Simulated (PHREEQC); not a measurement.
Copper plating or etch bath: speciation

A solution holds 0.07 mol/kgw Cu(NO3)2 and 0.069 mol/kgw H3BO3, at 30 °C. Closed to the air; pH follows from the charge balance.

Computed with PHREEQC (ion-association model, phreeqc.dat).

No solid was allowed to form.

Task: Estimate the pH, specific conductance.

Result: pH 4.23; specific conductance 14000 µS/cm.
